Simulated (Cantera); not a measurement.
Charge: 1 mol PbO, 16 mol CO, 1.6 mol N2, held at 1898 K and 133 Pa.

These are equilibrium values from Cantera (NASA tables, ideal gas, pure condensed phases), not measurements of a reactor. Candidate condensed phases: C, Pb, PbO, PbO2, Pb3O4; 27 gas species. Rates play no part.

Base state: CO 0.807, N2 0.0860, Pb 0.0537, CO2 0.0537, PbO 4.59e-5 (mole fractions); condensed: gas only.

Task: What changes in the equilibrium state with this change: temperature from 1898 K to 1023.15 K?

Result: 
```tsv
species	before	after
CO	0.807	0.835
N2	0.0860	0.0891
CO2	0.0537	0.0557
Pb	0.0537	0.0201
PbO	4.59e-5	3.95e-9
Pb(l), mol	0	0.640
```
